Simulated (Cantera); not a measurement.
MgCO3 + H2S + CO2 (roasting and sulfation)

Input: 1 mol MgCO3, 0.61 mol H2S, 0.16 mol CO2, equilibrated at 19.0 bar.

These are equilibrium values from Cantera (NASA tables, ideal gas, pure condensed phases), not measurements of a reactor. Candidate condensed phases: C, C6H6, C7H8, C8H18, H2O, H2SO4, Mg, MgCO3, MgO, Mg(OH)2, MgS, MgSO4, S; 130 gas species. Gases not in the tables: S3 to S7. The numbers say what is thermodynamically allowed, not how fast it happens.

```tsv
T (K)	log p CO2	log p H2S	log p CO	log p H2O	log p S2	log p COS	log p H2	log p SO2	n MgO(s)
948	1.05	0.72	-0.56	0.07	-0.79	-0.06	-1.28	-3.12	1.00
1023	1.04	0.69	-0.30	0.16	-0.54	-0.04	-1.06	-2.72	1.00
1098	1.02	0.66	-0.10	0.23	-0.34	-0.05	-0.88	-2.35	1.00
1173	1.00	0.62	0.07	0.30	-0.18	-0.08	-0.73	-2.02	1.00
1248	0.98	0.56	0.20	0.37	-0.06	-0.13	-0.60	-1.73	1.00
1323	0.95	0.51	0.31	0.42	0.04	-0.18	-0.50	-1.46	1.00
1398	0.93	0.44	0.39	0.46	0.12	-0.24	-0.41	-1.22	1.00
1473	0.90	0.37	0.46	0.50	0.17	-0.31	-0.33	-1.00	1.00
1548	0.88	0.30	0.52	0.53	0.21	-0.39	-0.27	-0.81	1.00
1623	0.85	0.22	0.57	0.55	0.24	-0.46	-0.22	-0.64	1.00
1698	0.82	0.15	0.61	0.57	0.26	-0.53	-0.17	-0.49	1.000
```
log p: log10 of the partial pressure in bar; n: condensed amount in mol.

From 948 K to 1698 K the condensed part is MgO(s).
